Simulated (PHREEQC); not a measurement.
A solution holds 0.0091 mol H3BO3, 0.00054 mol NH3 and 0.044 mol NaCl per kg of water, at 14 °C. Closed to the air; pH follows from the charge balance.

Model: ion-association model, phreeqc.dat, run in PHREEQC.

Precipitation was switched off in this run.

Predict the pH, specific conductance.

pH 8.04; specific conductance 3740 µS/cm.

In which forms is B present?

H3BO3 94 %, H2BO3- 5.8 % of the B.

Away from 25 °C the constants follow the database's enthalpies or fits; those with neither stay at their 25 °C values.
